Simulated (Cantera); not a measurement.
**Reactions in the system C-F**

Standard-state values (1 bar) from the NASA 1993 polynomials, evaluated with Cantera. Values are per mole of reaction as written; species without (g) are pure solids or liquids, kept so even where they would boil at 1 bar. The tables' values for C2F4 are old estimates.

CF2(g) + CF4(g) ⇌ 2 CF3(g)

```csv
T (K),ΔH° (kJ),ΔS° (J/K),ΔG° (kJ),log10 K
798,174.3,27.5,152.4,-9.98
823,174.3,27.5,151.7,-9.63
848,174.3,27.4,151.0,-9.30
873,174.3,27.4,150.3,-9.00
898,174.3,27.4,149.7,-8.71
923,174.3,27.4,149.0,-8.43
948,174.3,27.4,148.3,-8.17
973,174.3,27.4,147.6,-7.92
998,174.3,27.4,146.9,-7.69
1023,174.3,27.4,146.2,-7.47
```

CF2(g) ⇌ 2 F(g) + C

| T (K) | ΔH° (kJ) | ΔS° (J/K) | ΔG° (kJ) | log10 K |
|---|---|---|---|---|
| 798 | 346.9 | 94.8 | 271.2 | -17.75 |
| 823 | 347.1 | 95.1 | 268.8 | -17.06 |
| 848 | 347.4 | 95.5 | 266.5 | -16.41 |
| 873 | 347.7 | 95.8 | 264.1 | -15.80 |
| 898 | 347.9 | 96.0 | 261.7 | -15.22 |
| 923 | 348.2 | 96.3 | 259.3 | -14.67 |
| 948 | 348.4 | 96.6 | 256.9 | -14.15 |
| 973 | 348.7 | 96.9 | 254.4 | -13.66 |
| 998 | 348.9 | 97.1 | 252.0 | -13.19 |
| 1023 | 349.2 | 97.4 | 249.6 | -12.74 |

CF3(g) ⇌ C + 3 F(g)

```
T (K)  ΔH° (kJ)  ΔS° (J/K)  ΔG° (kJ)  log10 K
-----  --------  ---------  --------  -------
798       717.0      235.0     529.4   -34.65
823       717.3      235.4     523.6   -33.23
848       717.5      235.7     517.7   -31.89
873       717.8      236.0     511.8   -30.62
898       718.0      236.3     505.9   -29.42
923       718.3      236.5     500.0   -28.29
948       718.5      236.8     494.0   -27.22
973       718.8      237.1     488.1   -26.20
998       719.0      237.3     482.2   -25.24
1023      719.2      237.5     476.3   -24.32
```

2 CF2(g) ⇌ C2F4(g)

| T (K) | ΔH° (kJ) | ΔS° (J/K) | ΔG° (kJ) | log10 K |
|---|---|---|---|---|
| 798 | -290.7 | -174.6 | -151.3 | 9.90 |
| 823 | -290.4 | -174.3 | -147.0 | 9.33 |
| 848 | -290.1 | -174.0 | -142.6 | 8.78 |
| 873 | -289.8 | -173.6 | -138.3 | 8.27 |
| 898 | -289.6 | -173.3 | -133.9 | 7.79 |
| 923 | -289.3 | -173.0 | -129.6 | 7.33 |
| 948 | -289.0 | -172.7 | -125.3 | 6.90 |
| 973 | -288.7 | -172.4 | -121.0 | 6.49 |
| 998 | -288.4 | -172.0 | -116.7 | 6.11 |
| 1023 | -288.0 | -171.7 | -112.4 | 5.74 |
